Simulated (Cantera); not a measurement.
Charge: 1 mol Ta, 6.5 mol N2O, equilibrated at 1.33 mbar.

Equilibrium computed with Cantera from the NASA thermochemical tables; the gas is ideal and each condensed phase is pure. Candidate condensed phases: Ta, Ta2O5; 12 gas species. Equilibrium is a limit: real reactors are often held back by kinetics, nucleation or transport. All values below are at 2450 K.

Base state: N2 0.698, O2 0.152, O 0.120, NO 0.0168, TaO2 0.0130 (mole fractions); condensed: Ta2O5(l).

Task: What changes in the equilibrium state with this change: pressure from 1.33 mbar to 10.0 mbar?

Result: 
```json
[
 {"species": "N2", "before": "0.698", "after": "0.735"},
 {"species": "O2", "before": "0.152", "after": "0.195"},
 {"species": "O", "before": "0.120", "after": "0.0497"},
 {"species": "TaO2", "before": "0.0130", "after": "0.000987"},
 {"species": "NO", "before": "0.0168", "after": "0.0196"},
 {"species": "Ta2O5(l), mol", "before": "0.440", "after": "0.496"}
]
```

Task: What changes in the equilibrium state with this change: pressure from 1.33 mbar to 4.10 bar?

Result: 
```
species         before    after
-------------  -------  -------
N2               0.698    0.753
O2               0.152    0.223
NO              0.0168   0.0212
O                0.120  0.00263
TaO2            0.0130  5.17e-7
NO2            4.93e-7  4.17e-5
Ta2O5(l), mol    0.440    0.500
```
